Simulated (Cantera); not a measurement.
An isothermal, constant-pressure homogeneous reactor starts with C2H6 : N2 = 1 : 29 (molar parts), at 1150 K and 750 Torr.

Model: GRI-Mech 3.0 (53 species, 325 reactions), integrated in Cantera. GRI-Mech 3.0 stops at C3 and has no aromatics, soot or wall deposition, so with more carbon than oxygen in the feed, carbon stays in small species such as C2H2 where larger ones or solid carbon would form.

**Question.** Predict: x(C2H6) at 100 s; x(H2) at 100 s; x(C2H2) at 100 s.

**Answer.** 
* **x(C2H6) at 100 s**: 0.000104 (gas-phase equilibrium 1.79e-5)
* **x(H2) at 100 s**: 0.0323 (gas-phase equilibrium 0.0218)
* **x(C2H2) at 100 s**: 0.0135 (gas-phase equilibrium 0.00491)
